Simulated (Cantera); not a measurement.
# Stirred combustor or abatement burner

A perfectly stirred reactor is fed with CH4 : O2 : N2 = 1 : 1.18 : 4.42 (molar parts), at 19.0 bar; it is adiabatic with a 575 K inlet, and is followed from long to short residence time, starting on the burning branch (τ in s: 0.032, 0.013, 0.0051, 0.002, 0.00081, 0.00032, 0.00013, 5e-05, 2e-05, 7.9e-06, 3.1e-06).

Cantera simulation using GRI-Mech 3.0 (53 species, 325 reactions); the numbers are that mechanism's predictions, not measurements. The pressure lies above the range GRI-Mech 3.0 was tuned for (to about 10 atm).

```tsv
τ (s)	T (K)	x CH4	x O2	x O	x CH2	x CH3	x H2O
0.032	1991	0.00404	0.000121	4.97e-8	1.53e-7	9.25e-5	0.160
0.013	2002	0.00583	0.000275	9.97e-8	3.12e-7	0.000153	0.165
0.0051	2012	0.00802	0.000636	2.16e-7	6.43e-7	0.000249	0.170
0.0020	2018	0.0106	0.00146	4.84e-7	1.28e-6	0.000390	0.175
0.00081	2014	0.0136	0.00324	1.08e-6	2.31e-6	0.000581	0.178
0.00032	1986	0.0181	0.00760	2.49e-6	3.60e-6	0.000832	0.178
0.00013	1853	0.0295	0.0240	5.54e-6	2.73e-6	0.000966	0.165
5.0e-5	575	0.152	0.179	<1e-12	<1e-12	<1e-12	<1e-12
2.0e-5	575	0.152	0.179	<1e-12	<1e-12	<1e-12	<1e-12
7.9e-6	575	0.152	0.179	<1e-12	<1e-12	<1e-12	<1e-12
3.1e-6	575	0.152	0.179	<1e-12	<1e-12	<1e-12	<1e-12
```
x: mole fraction; the columns are a selection and need not sum to one.
